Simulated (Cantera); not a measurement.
Thermodynamics of iron carbonyl, mercury and lead vapours, feed Pb + H2

Charge: 1 mol Pb, 18 mol H2, at 1150 K and 720 Pa.

Cantera equilibrium calculation (NASA polynomials, part measured and part estimated; ideal gas, pure solids and liquids). Candidate condensed phases: Pb; 4 gas species. The numbers say what is thermodynamically allowed, not how fast it happens.

The x(H2) is 0.960. The x(Pb) is 0.0402. The n(Pb(l)) is 0.245 mol. The gas amount is 18.75 mol.
